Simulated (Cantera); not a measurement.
Cantera run, input and output.

```python
import numpy as np
import cantera as ct

gas = ct.Solution("gri30.yaml")
gas.TPX = 2000, 500000, {'CH4': 1, 'CO2': 1.4}
reactor = ct.IdealGasConstPressureReactor(gas, energy="off", clone=False)
net = ct.ReactorNet([reactor])
net.rtol, net.atol = 1e-08, 1e-18
show = ['CH4', 'CO2', 'H2O2', 'CH2', 'O2', 'HCO']
times = np.geomspace(3e-06, 300, 14)

steps = ct.SolutionArray(gas, extra=["t"])
rows = []
print(f"{'t/s':>10s}{'T/K':>9s}{'P/Pa':>11s}" + "".join(f"{s:>11s}" for s in show))
for t in times:
    while net.time < t:
        t_next = net.step()
        steps.append(gas.state, t=t_next)
    rows.append([np.interp(t, steps.t, y) for y in (steps.T, steps.P, *steps(*show).X.T)])
    print(f"{t:10.3e}{rows[-1][0]:9.1f}{rows[-1][1]:11.4g}" + "".join(f"{x:11.3e}" for x in rows[-1][2:]))
rate = np.gradient(steps.T, steps.t)
print("integrator steps:", len(steps.t))
if steps.T.max() > steps.T[0] + 200:
    print(f"time of steepest temperature rise: {steps.t[rate.argmax()]:.4e} s")
gas.TPX = 2000, 500000, {'CH4': 1, 'CO2': 1.4}
gas.equilibrate("TP")
print(f"equilibrium (TP): T = {gas.T:.1f} K  " + "  ".join(f"{s} {gas[s].X[0]:.3e}" for s in show))
```

Output:

```
       t/s      T/K       P/Pa        CH4        CO2       H2O2        CH2         O2        HCO
 3.000e-06   2000.0      5e+05  4.038e-01  5.805e-01  3.117e-13  3.768e-06  1.022e-11  1.742e-07
 1.237e-05   2000.0      5e+05  3.379e-01  5.588e-01  2.700e-12  8.535e-06  1.101e-10  1.431e-06
 5.104e-05   2000.0      5e+05  1.918e-01  4.621e-01  1.295e-11  4.962e-06  9.509e-10  7.334e-07
 2.105e-04   2000.0      5e+05  7.077e-02  2.902e-01  6.273e-11  3.582e-06  3.962e-09  3.380e-07
 8.683e-04   2000.0      5e+05  1.842e-02  1.163e-01  1.881e-10  3.183e-06  9.006e-09  2.949e-07
 3.581e-03   2000.0      5e+05  1.258e-02  6.521e-02  6.995e-11  1.321e-06  3.617e-09  3.246e-07
 1.477e-02   2000.0      5e+05  6.565e-03  3.429e-02  1.858e-11  3.742e-07  1.237e-09  3.858e-07
 6.093e-02   2000.0      5e+05  1.377e-03  2.201e-02  7.595e-12  5.345e-08  6.111e-10  4.199e-07
 2.513e-01   2000.0      5e+05  7.634e-07  2.087e-02  6.880e-12  2.703e-11  5.602e-10  4.238e-07
 1.037e+00   2000.0      5e+05  4.659e-07  2.087e-02  6.880e-12  1.661e-11  5.602e-10  4.238e-07
 4.275e+00   2000.0      5e+05  4.659e-07  2.087e-02  6.880e-12  1.661e-11  5.602e-10  4.238e-07
 1.763e+01   2000.0      5e+05  4.659e-07  2.087e-02  6.880e-12  1.661e-11  5.602e-10  4.238e-07
 7.273e+01   2000.0      5e+05  4.659e-07  2.087e-02  6.880e-12  1.661e-11  5.602e-10  4.238e-07
 3.000e+02   2000.0      5e+05  4.659e-07  2.087e-02  6.880e-12  1.661e-11  5.602e-10  4.238e-07
integrator steps: 2272
equilibrium (TP): T = 2000.0 K  CH4 5.193e-07  CO2 2.087e-02  H2O2 6.880e-12  CH2 1.850e-11  O2 5.602e-10  HCO 4.238e-07
```

Cantera simulation using GRI-Mech 3.0 (53 species, 325 reactions); the numbers are that mechanism's predictions, not measurements.
